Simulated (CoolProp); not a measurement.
Propylene glycol along the isobar 75.2 bar: Z from the reference equation and from simpler models built on Tc = 400.8 °C, pc = 72.92 bar, ω = 0.327; each cubic takes its own stable root.

Computed with CoolProp (reference Helmholtz-energy equation of state, Eisenbach 2021).

```
T (°C)   phase  reference
------  ------  ---------
89.95   liquid     0.1922
115.65  liquid     0.1834
141.35  liquid     0.1760
167.05  liquid     0.1699
192.75  liquid     0.1649
218.45  liquid     0.1610
244.15  liquid     0.1581
269.75  liquid     0.1564
295.45  liquid     0.1559
321.15  liquid     0.1571
346.85  liquid     0.1608
```

### Question
How far does each simpler model (van der Waals, Redlich-Kwong, Soave-Redlich-Kwong, Peng-Robinson) lie from the reference over these 11 states: mean and median of the absolute difference, and the worst?

### Answer
- van der Waals: mean 52.3 %, median 52.4 %, worst +52.8 % at 89.95 °C and 75.2 bar
- Redlich-Kwong: mean 7.9 %, median 7.0 %, worst +14.6 % at 346.85 °C and 75.2 bar
- Soave-Redlich-Kwong: mean 3.1 %, median 2.0 %, worst +9.0 % at 346.85 °C and 75.2 bar
- Peng-Robinson: mean 8.7 %, median 9.8 %, worst -10.3 % at 141.35 °C and 75.2 bar
